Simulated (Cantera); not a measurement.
Feed: 1 mol SiCl4, 0.13 mol C3H8, 95 mol H2, equilibrated at 0.100 bar.

Method: chemical equilibrium by Gibbs-energy minimisation in Cantera with the NASA 1993 tables (ideal gas, pure condensed phases). Candidate condensed phases: C, C6H6, C7H8, C8H18, Si, SiC; 109 gas species. Mutual solubility and eutectic melting of coexisting phases are not modelled. Kinetics and transport are ignored.

Over these rows the condensed part is Si(s) + SiC(s). Partial pressures as log10 of bar:

```csv
T (K),1000/T (1/K),log p SiHCl3,log p H2,log p HCl
1125,0.8889,-3.71,-1.01,-2.67
1175,0.8511,-3.88,-1.01,-2.58
1225,0.8163,?,-1.01,-2.53
1275,0.7843,-4.37,-1.02,-2.50
1325,0.7547,-4.65,-1.02,-2.49
1375,0.7273,-4.94,-1.02,-2.48
```

Fit log p(SiHCl3) = a + b·(1000/T) to the five rows, give the apparent enthalpy, and predict the row at 1225 K.

Means: 1000/T = 0.8013, log p = -4.310. Sxy = 0.137458, Sxx = 0.0180904, so b = 7.60 and a = -4.310 − (7.60)×0.8013 = -10.40.
Apparent enthalpy: −19.145 × (7.60) = -146 kJ/mol. With the condensed phases at unit activity, Si(s) + 3 HCl(g) = SiHCl3(g) + H2(g) links this pressure to the main gases: over the six rows their terms move log p by +0.58 in all, so the slope isn't that reaction's ΔH° alone. The five rows lie within 0.07 of the line.
Prediction at 1225 K: -10.40 + (7.60)×0.8163 = -4.20. The computed value is -4.10, 0.10 from the line.
